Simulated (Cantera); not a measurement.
# Fe + O₂ + CO (metals in furnace atmospheres)

A closed system holds: 1 mol Fe, 0.0016 mol O₂, 24 mol CO, held at 56.0 mbar.

Method: chemical equilibrium by Gibbs-energy minimisation in Cantera with the NASA 1993 tables (ideal gas, pure condensed phases). Candidate condensed phases: C, Fe, Fe(CO)₅, FeO, Fe₂O₃, Fe₃O₄; 15 gas species. Condensed phases not in the tables: cementite and carbon dissolved in iron. Equilibrium is a limit: real reactors are often held back by kinetics, nucleation or transport.

```json
[
 {"T (K)": "998", "x CO": "0.969", "x CO₂": "0.0311", "x Fe": "<1e-12", "n C(graphite)": "0.720", "n Fe(α)": "1.00", "n Fe(γ)": "0"},
 {"T (K)": "1048", "x CO": "0.988", "x CO₂": "0.0121", "x Fe": "2.50e-12", "n C(graphite)": "0.284", "n Fe(α)": "1.00", "n Fe(γ)": "0"},
 {"T (K)": "1098", "x CO": "0.995", "x CO₂": "0.00506", "x Fe": "2.08e-11", "n C(graphite)": "0.118", "n Fe(α)": "1.00", "n Fe(γ)": "0"},
 {"T (K)": "1148", "x CO": "0.998", "x CO₂": "0.00227", "x Fe": "1.43e-10", "n C(graphite)": "0.0511", "n Fe(α)": "1.00", "n Fe(γ)": "0"},
 {"T (K)": "1198", "x CO": "0.999", "x CO₂": "0.00109", "x Fe": "8.28e-10", "n C(graphite)": "0.0228", "n Fe(α)": "0", "n Fe(γ)": "1.00"},
 {"T (K)": "1248", "x CO": "0.999", "x CO₂": "0.000552", "x Fe": "4.16e-9", "n C(graphite)": "0.0101", "n Fe(α)": "0", "n Fe(γ)": "1.00"},
 {"T (K)": "1298", "x CO": "1.000", "x CO₂": "0.000296", "x Fe": "1.84e-8", "n C(graphite)": "0.00391", "n Fe(α)": "0", "n Fe(γ)": "1.00"},
 {"T (K)": "1348", "x CO": "1.000", "x CO₂": "0.000167", "x Fe": "7.28e-8", "n C(graphite)": "0", "n Fe(α)": "0", "n Fe(γ)": "1.000"},
 {"T (K)": "1398", "x CO": "1.000", "x CO₂": "0.000133", "x Fe": "2.60e-7", "n C(graphite)": "0", "n Fe(α)": "0", "n Fe(γ)": "1.000"},
 {"T (K)": "1448", "x CO": "1.000", "x CO₂": "0.000133", "x Fe": "8.51e-7", "n C(graphite)": "0", "n Fe(α)": "0", "n Fe(γ)": "1.000"},
 {"T (K)": "1498", "x CO": "1.000", "x CO₂": "0.000133", "x Fe": "2.57e-6", "n C(graphite)": "0", "n Fe(α)": "0", "n Fe(γ)": "1.000"},
 {"T (K)": "1548", "x CO": "1.000", "x CO₂": "0.000133", "x Fe": "7.19e-6", "n C(graphite)": "0", "n Fe(α)": "0", "n Fe(γ)": "1.000"},
 {"T (K)": "1598", "x CO": "1.000", "x CO₂": "0.000133", "x Fe": "1.89e-5", "n C(graphite)": "0", "n Fe(α)": "0", "n Fe(γ)": "1.000"},
 {"T (K)": "1648", "x CO": "1.000", "x CO₂": "0.000133", "x Fe": "4.66e-5", "n C(graphite)": "0", "n Fe(α)": "0", "n Fe(γ)": "0.999"}
]
```
x: gas mole fraction; n: condensed amount in mol.

From 998 K to 1148 K the condensed part is C(graphite) + Fe(α). From 1198 K to 1298 K the condensed part is C(graphite) + Fe(γ). From 1348 K to 1648 K the condensed part is Fe(γ).
